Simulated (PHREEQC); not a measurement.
Make-up at 5 °C: 44 mmol/kgw H3PO4, 4.8 mmol/kgw NH3 and 150 mmol/kgw NaCl. Closed to the air; pH follows from the charge balance.

The numbers come from PHREEQC with the ion-association model, phreeqc.dat.

```tsv
quantity	before	after
pH	1.88	1.83
ionic strength (mol/kgw)	0.171	0.180
NH3 (mol/kgw)	3.09e-11	5.33e-11
SI of Halite (NaCl)	-3.45	-3.46
```

### Question
Which change was made?
(A) 0.067 mol/kgw FeSO4 added
(B) NaCl from 0.15 to 0.225 mol/kgw
(C) diluted 2-fold with water
(D) temperature from 5 to 40 °C
(E) NH3 replaced by (NH4)2SO4 at the same molality

### Answer
E, NH3 replaced by (NH4)2SO4 at the same molality

This is a speciation only: nothing precipitates in the calculation. At this temperature some constants are extrapolated from 25 °C, and those without enthalpy data are left unchanged.
